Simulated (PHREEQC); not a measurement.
Make-up at 25 °C: 0.0023 mol/kgw HF, 0.00048 mol/kgw NaF and 0.15 mol/kgw H2SO4. Closed to the air; pH follows from the charge balance.

Model: ion-association model, phreeqc.dat, run in PHREEQC.

```json
[
 {"quantity": "ionic strength (mol/kgw)", "before": "0.198", "after": "0.283"},
 {"quantity": "SO4-2 (mol/kgw)", "before": "0.0238", "after": "0.0290"},
 {"quantity": "Na+ (mol/kgw)", "before": "0.000464", "after": "0.000463"},
 {"quantity": "F- (mol/kgw)", "before": "1.97e-5", "after": "1.46e-5"}
]
```

Problem. Which change was made?
A. temperature from 25 to 20 °C
B. diluted 2-fold with water
C. diluted 10-fold with water
D. H2SO4 from 0.15 to 0.225 mol/kgw

Solution. D, H2SO4 from 0.15 to 0.225 mol/kgw

No solid was allowed to form.
